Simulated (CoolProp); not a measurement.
R152A along the isotherm 314.9 K: fugacity coefficient from the reference equation and from simpler models built on Tc = 386.4 K, pc = 4517 kPa, ω = 0.275; each cubic takes its own stable root.

Computed with CoolProp (reference Helmholtz-energy equation of state, Outcalt 1996). It is a modified Benedict-Webb-Rubin equation, recast in Helmholtz form.

| p (kPa) | phase | reference |
|---|---|---|
| 143 | gas | 0.9756 |
| 241 | gas | 0.9590 |
| 407 | gas | 0.9310 |
| 687 | gas | 0.8840 |
| 1160 | liquid | 0.6937 |
| 1960 | liquid | 0.4203 |
| 3300 | liquid | 0.2596 |
| 5570 | liquid | 0.1643 |
| 9400 | liquid | 0.1086 |
| 15900 | liquid | 0.07701 |
| 26800 | liquid | 0.06150 |
| 45200 | liquid | 0.05922 |

How far does each simpler model (van der Waals, Redlich-Kwong, Soave-Redlich-Kwong, Peng-Robinson) lie from the reference over these 12 states: mean and median of the absolute difference, and the worst?


- van der Waals: mean 88.6 %, median 86.1 %, worst +300.9 % at 314.9 K and 45200 kPa
- Redlich-Kwong: mean 27.8 %, median 31.9 %, worst +69.0 % at 314.9 K and 45200 kPa
- Soave-Redlich-Kwong: mean 8.3 %, median 5.3 %, worst +30.4 % at 314.9 K and 45200 kPa
- Peng-Robinson: mean 3.1 %, median 2.4 %, worst +9.1 % at 314.9 K and 45200 kPa

At some of these states van der Waals, Redlich-Kwong gives the other phase, because its saturation line lies elsewhere.
